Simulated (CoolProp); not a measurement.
A single-stage vapour-compression cycle with the fluid: evaporating at 242.15 K (dew point), condensing at 277.15 K (bubble point), superheat 8 K, subcooling 5 K, compressor efficiency 0.65, no pressure losses. The same conditions are run with several fluids, on thermodynamics alone (safety and materials aside).

Model: reference Helmholtz-energy equation of state of each fluid (hydrogen chloride: Thol 2018; R143a: Lemmon and Jacobsen 2000; trans-2-butene: Lemmon 2005; CH3F (R41): Lemmon 2006; n-perfluorobutane: Gao 2022; R13: Platzer 1990), in CoolProp. The equations of Platzer and Polt are older, rougher fits.

| fluid | cooling COP | pressure ratio | discharge temperature (K) | refrigerating effect (kJ/kg) | volumetric capacity (kJ/m³) |
|---|---|---|---|---|---|
| hydrogen chloride | 3.62 | 2.75 | 363.8 | 325 | [?] |
| R143a | 3.95 | 3.39 | 307.6 | [?] | 1600 |
| trans-2-butene | 4.13 | 4.58 | [?] | [?] | 259 |
| CH3F (R41) | 3.65 | 2.87 | 342.4 | 350 | 5230 |
| n-perfluorobutane | 3.82 | 4.83 | 277.6 | 80.5 | 248 |
| R13 | 3.49 | 2.67 | 305.7 | [?] | 4420 |

**Question.** Fill in the missing entries.

**Answer.** 
- hydrogen chloride, volumetric capacity (kJ/m³): 6780
- R143a, refrigerating effect (kJ/kg): 179
- trans-2-butene, discharge temperature (K): 313.1
- trans-2-butene, refrigerating effect (kJ/kg): 380
- R13, refrigerating effect (kJ/kg): 91.7
